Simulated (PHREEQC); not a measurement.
H3BO3 is added in steps, without added water, to 1 kg of water holding 0.017 mol/kgw ZnSO4, 0.00018 mol/kgw ZnCl2, 3.9e-05 mol/kgw NaF and 0.09 mol/kgw Na2SO4, at 25 °C. O2 is buffered at 0.21 atm. No CO2 enters from the air. Only these solids could form: Zincite(c), Zn4(OH)6SO4, Zn5(OH)8Cl2, Halite, Mirabilite, Goslarite, ZnF2.

Base run: PHREEQC, ion-association model, wateq4f.dat. Each further column changes one thing. The table gives BF(OH)3- (mol/kgw).

```
H3BO3 added (mol)     base  temperature from 25 to 85 °C  ZnCl2 from 0.00018 to 9e-05 mol/kgw  no solid may form
-----------------  -------  ----------------------------  -----------------------------------  -----------------
0                        0                             0                                    0                  0
0.0225             3.59e-7                       5.94e-7                              3.59e-7            3.59e-7
0.045              7.11e-7                       1.17e-6                              7.11e-7            7.11e-7
0.0675             1.06e-6                       1.72e-6                              1.06e-6            1.06e-6
0.09               1.39e-6                       2.26e-6                              1.39e-6            1.39e-6
0.1125             1.73e-6                       2.78e-6                              1.73e-6            1.73e-6
0.135              2.05e-6                       3.29e-6                              2.05e-6            2.05e-6
0.1575             2.37e-6                       3.78e-6                              2.37e-6            2.37e-6
0.18               2.69e-6                       4.25e-6                              2.69e-6            2.69e-6
```

Real BF4- forms and hydrolyses slowly; the run takes it at equilibrium. At this temperature some constants are extrapolated from 25 °C, and those without enthalpy data are left unchanged.
